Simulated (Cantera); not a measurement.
# Chemical vapour transport: Si + H2O + O2

Input: 1 mol Si, 0.012 mol H2O, 0.53 mol O2, held at 1323 K and 3.40 bar.

Cantera equilibrium calculation (NASA polynomials, part measured and part estimated; ideal gas, pure solids and liquids). Candidate condensed phases: H2O, Si, SiO2; 18 gas species. Mutual solubility and eutectic melting of coexisting phases are not modelled. The tables hold silica as quartz up to 1696 K and as liquid above; real silica turns to tridymite and cristobalite and melts near 1996 K. Rates play no part.

The x(H2) is 1.000 and the x(SiO) comes out as 3.89e-6. The x(SiH4) is 2.73e-6. The n(Si(s)) is 0.464 mol, the n(SiO2(β-quartz)) comes out as 0.536 mol and the gas amount comes out as 0.01200 mol.
